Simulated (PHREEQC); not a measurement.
1 kg of water holding 0.21 mol/kgw KCl, 0.00078 mol/kgw CaSO4, 0.09 mol/kgw NaBr and 0.15 mol/kgw NaCl is evaporated at 25 °C; the solids stay in contact with the brine. CO2 from the air is kept out. Solids allowed: Arcanite, Glaserite, Glauberite, Gypsum, Anhydrite, Halite, Mirabilite, Misenite, Portlandite, Sylvite, Syngenite, Thenardite. Others were left out.

Model: Pitzer model, pitzer.dat, run in PHREEQC.

Question: Predict ionic strength, water activity at water left (kg) = 0.8219, 0.375, 0.07809.

Answer: 
```json
[
 {"water left (kg)": "0.8219", "ionic strength": "0.551", "water activity": "0.982"},
 {"water left (kg)": "0.375", "ionic strength": "1.21", "water activity": "0.961"},
 {"water left (kg)": "0.07809", "ionic strength": "5.80", "water activity": "0.791"}
]
```

Species that the database lacks are ignored.
